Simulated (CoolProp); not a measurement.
Vapour-liquid equilibrium of n-butane (1) + trans-2-butene (2) at 0.102 MPa; x and y are mole fractions of (1).

Values from CoolProp's multi-fluid Helmholtz-energy mixture model, Bücker 2006 and Lemmon 2005; pair parameters Bell 2016.

| x | bubble temperature (°C) | y at the bubble point | dew temperature at overall composition x (°C) | liquid density (mol/L) |
|---|---|---|---|---|
| 0.05 | 0.9 | 0.056 | 0.9 | 11.12 |
| 0.15 | 0.5 | 0.163 | 0.6 | 11.03 |
| 0.25 | 0.3 | 0.266 | 0.3 | 10.95 |
| 0.35 | 0.1 | 0.365 | 0.1 | 10.86 |
| 0.45 | -0.1 | 0.462 | 0.0 | 10.78 |
| 0.55 | -0.2 | 0.559 | -0.2 | 10.70 |
| 0.65 | -0.2 | 0.655 | -0.2 | 10.62 |
| 0.75 | -0.3 | 0.752 | -0.3 | 10.54 |
| 0.85 | -0.3 | 0.851 | -0.3 | 10.46 |
| 0.95 | -0.3 | 0.950 | -0.3 | 10.38 |

y crosses x between x = 0.85 and 0.95: the model has an azeotrope there.

Pair parameters are fitted to limited data, so mixtures are less certain than the pure fluids.
